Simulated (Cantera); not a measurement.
Si₂Cl₆ + N₂ + H₂ + NH₃ (silicon nitride deposition)

Charge: 1 mol Si₂Cl₆, 5.7 mol N₂, 4.3 mol H₂, 2.8 mol NH₃, equilibrated at 10000 Pa.

Cantera equilibrium calculation (NASA polynomials, part measured and part estimated; ideal gas, pure solids and liquids). Candidate condensed phases: NH₄Cl, Si, Si₃N₄; 28 gas species. The feed counts by its element totals alone. The tables' values for SiCl₃, SiCl are old estimates; treat these amounts as uncertain. Rates play no part.

From 552 °C to 1452 °C the condensed part is Si₃N₄(s). The main Si-bearing gas is SiCl₄ at 552 °C and SiCl₂ at 1452 °C. The share of Si in condensed phases is highest at 1052 °C (90.7 %) and lowest at 1452 °C (41.5 %).

```
T (°C)   x H₂   x N₂  x HCl   x SiCl₂   x SiCl₄   x SiCl₃  x SiHCl₃       x H  n Si₃N₄(s)
------  -----  -----  -----  --------  --------  --------  --------  --------  ----------
552     0.366  0.352  0.259  2.12e-10    0.0227   2.33e-7   3.96e-5  1.52e-11       0.537
652     0.357  0.348  0.277   1.66e-8    0.0181   2.75e-6   8.47e-5  4.92e-10       0.563
752     0.350  0.346  0.290   5.38e-7    0.0148   1.95e-5  0.000153   8.15e-9       0.581
852     0.345  0.344  0.299   9.24e-6    0.0123   9.60e-5  0.000246   8.25e-8       0.594
952     0.341  0.343  0.305   9.76e-5    0.0103  0.000357  0.000360   5.76e-7       0.603
1052    0.339  0.342  0.308  0.000702   0.00859   0.00105  0.000484   3.01e-6       0.604
1152    0.340  0.343  0.304   0.00362   0.00666   0.00248  0.000582   1.26e-5       0.590
1252    0.345  0.346  0.286    0.0133   0.00424   0.00435  0.000576   4.39e-5       0.537
1352    0.357  0.354  0.248    0.0334   0.00189   0.00521  0.000424  0.000133       0.426
1452    0.373  0.364  0.198    0.0597  0.000593   0.00435  0.000232  0.000359       0.277
```
x: gas mole fraction; n: condensed amount in mol.
